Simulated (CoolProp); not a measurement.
Properties of fluorine along the isobar 4.82 MPa (Tc = -128.7 °C, pc = 5.240 MPa, ω = 0.045).

Model: reference Helmholtz-energy equation of state, de Reuck 1990, in CoolProp.

```
T (°C)    phase  density (kg/m³)  cv (kJ/(kg K))  isothermal compressibility (1/MPa)  fugacity coefficient
-------  ------  ---------------  --------------  ----------------------------------  --------------------
-162.65  liquid             1323             [?]                            0.004049                0.1873
-138.95  liquid             1057             [?]                             0.02058                0.5366
-115.25     gas            194.1          0.6613                              0.3090                0.7769
-91.55      gas            144.1          0.6169                                 [?]                0.8585
-67.95      gas              [?]             [?]                                 [?]                0.9062
-44.25      gas            102.9          0.5960                              0.2205                   [?]
-20.55      gas            91.10          0.5971                              0.2156                0.9568
3.15        gas            82.05             [?]                              0.2126                0.9710
26.85       gas            74.78          0.6090                              0.2106                0.9812
```

Problem. Fill in the missing entries.

Solution. 
- -162.65, cv (kJ/(kg K)): 0.7542
- -138.95, cv (kJ/(kg K)): 0.7245
- -91.55, isothermal compressibility (1/MPa): 0.2479
- -67.95, density (kg/m³): 119.1
- -67.95, cv (kJ/(kg K)): 0.6012
- -67.95, isothermal compressibility (1/MPa): 0.2293
- -44.25, fugacity coefficient: 0.9365
- 3.15, cv (kJ/(kg K)): 0.6019
